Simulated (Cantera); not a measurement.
A Cantera script and its output.

```python
import numpy as np
import cantera as ct

gas = ct.Solution("gri30.yaml")
gas.TPX = 1150, 7200, {'C3H8': 1, 'H2': 1.7}
inlet = ct.Reservoir(gas, clone=True)

reactor = ct.IdealGasConstPressureReactor(gas, energy="off", clone=False)
exhaust = ct.Reservoir(gas, clone=True)
tau = [7.7, 3, 1.2, 0.48, 0.19, 0.075, 0.03, 0.012, 0.0046, 0.0018, 0.00073][0]
for a, b in ((inlet, reactor), (reactor, exhaust)):
    ct.MassFlowController(a, b, mdot=lambda t: reactor.mass / tau)
net = ct.ReactorNet([reactor])
show = ['C3H8', 'H2', 'C2H4', 'CH4', 'C2H']

rows = []
print(f"{'tau/s':>10s}{'T/K':>9s}" + "".join(f"{s:>11s}" for s in show))
for tau in [7.7, 3, 1.2, 0.48, 0.19, 0.075, 0.03, 0.012, 0.0046, 0.0018, 0.00073]:
    net.initial_time = 0.0
    net.advance(30 * tau)
    before = gas.X
    net.advance(40 * tau)
    drift = np.max(np.abs(gas.X - before) / (gas.X + 1e-9))
    rows.append([gas.T, *gas[show].X, drift])
    print(f"{tau:10.3e}{gas.T:9.1f}" + "".join(f"{x:11.3e}" for x in gas[show].X))
```

Output:

```
     tau/s      T/K       C3H8         H2       C2H4        CH4        C2H
 7.700e+00   1150.0  3.216e-03  5.013e-01  1.628e-01  2.499e-01  5.284e-11
 3.000e+00   1150.0  6.592e-03  4.944e-01  1.853e-01  2.496e-01  5.244e-11
 1.200e+00   1150.0  1.351e-02  4.890e-01  2.067e-01  2.464e-01  4.386e-11
 4.800e-01   1150.0  2.847e-02  4.888e-01  2.194e-01  2.361e-01  2.894e-11
 1.900e-01   1150.0  6.222e-02  4.995e-01  2.117e-01  2.114e-01  1.351e-11
 7.500e-02   1150.0  1.298e-01  5.268e-01  1.711e-01  1.633e-01  4.125e-12
 3.000e-02   1150.0  2.196e-01  5.648e-01  1.085e-01  1.015e-01  9.058e-13
 1.200e-02   1150.0  2.942e-01  5.968e-01  5.496e-02  5.096e-02  1.602e-13
 4.600e-03   1150.0  3.388e-01  6.160e-01  2.272e-02  2.095e-02  2.178e-14
 1.800e-03   1150.0  3.588e-01  6.246e-01  8.307e-03  7.592e-03  2.375e-15
 7.300e-04   1150.0  3.667e-01  6.280e-01  2.622e-03  2.343e-03  1.700e-16
```

Detailed kinetics in Cantera: GRI-Mech 3.0 (53 species, 325 reactions). GRI-Mech 3.0 was tuned for natural gas; its chemistry of propane as a main component is partial and can be far from experiment. GRI-Mech 3.0 stops at C3 and has no aromatics, soot or wall deposition, so with more carbon than oxygen in the feed, carbon stays in small species such as C2H2 where larger ones or solid carbon would form.
